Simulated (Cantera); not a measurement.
A closed system holds: 1 mol Si3N4, 6.4 mol HCl, 1.1 mol N2, at 1625 °C and 12.0 Pa.

Cantera equilibrium calculation (NASA polynomials, part measured and part estimated; ideal gas, pure solids and liquids). Candidate condensed phases: NH4Cl, Si, Si3N4; 28 gas species. The tables' values for SiCl, SiCl3, SiN are old estimates; treat these amounts as uncertain. Equilibrium is a limit: real reactors are often held back by kinetics, nucleation or transport.

Base state: N2 0.295, SiCl2 0.208, H2 0.208, HCl 0.161, Si 0.0634, H 0.0325, Cl 0.0190, SiCl 0.0122 (mole fractions); condensed: gas only.

Q: What changes in the equilibrium state with this change: temperature from 1625 °C to 1075 °C?

A: 
```json
[
 {"species": "HCl", "before": "0.161", "after": "0.319"},
 {"species": "N2", "before": "0.295", "after": "0.264"},
 {"species": "H2", "before": "0.208", "after": "0.213"},
 {"species": "Si", "before": "0.0634", "after": "2.23e-7"},
 {"species": "H", "before": "0.0325", "after": "9.76e-5"},
 {"species": "SiCl", "before": "0.0122", "after": "5.20e-6"},
 {"species": "Cl", "before": "0.0190", "after": "0.000122"},
 {"species": "SiCl3", "before": "0.000270", "after": "0.0107"},
 {"species": "SiCl2", "before": "0.208", "after": "0.190"},
 {"species": "Si2", "before": "0.000314", "after": "<1e-9"},
 {"species": "Si2N", "before": "0.000114", "after": "<1e-9"},
 {"species": "Si3", "before": "4.38e-5", "after": "<1e-9"},
 {"species": "SiN", "before": "0.000127", "after": "3.32e-9"},
 {"species": "Si3N4(s), mol", "before": "0", "after": "0.415"}
]
```
The tables' values for SiCl3 are old estimates; treat these amounts as uncertain.
